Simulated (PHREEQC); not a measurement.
A solution holds 0.0016 mol/kgw HF, 0.0009 mol/kgw NaF, 0.0022 mol/kgw (NH4)2SiF6 and 0.28 mol/kgw H3PO4, at 20 °C. Closed to the air; pH follows from the charge balance.

Model: ion-association model, phreeqc.dat, run in PHREEQC.

```json
[
 {"quantity": "pH", "before": "1.39", "after": "3.20"},
 {"quantity": "ionic strength (mol/kgw)", "before": "0.0554", "after": "0.00804"},
 {"quantity": "HF (mol/kgw)", "before": "0.00459", "after": "0.00148"},
 {"quantity": "F- (mol/kgw)", "before": "0.000103", "after": "0.00187"},
 {"quantity": "HF2- (mol/kgw)", "before": "1.73e-6", "after": "1.02e-5"},
 {"quantity": "NaF (mol/kgw)", "before": "3.47e-8", "after": "8.03e-7"}
]
```

Name the change that produced these shifts.
A) NaF replaced by NaHS at the same molality
B) H3PO4 left out
C) diluted 100-fold with water
D) H3PO4 from 0.28 to 0.028 mol/kgw
E) (NH4)2SiF6 replaced by HBF4 at the same molality

B, H3PO4 left out

This is a speciation only: nothing precipitates in the calculation. Some of these states are supersaturated (in Quartz (slow to form), Chalcedony (slow to form), for instance). SiF6-2 is the database's only silicon fluoride.
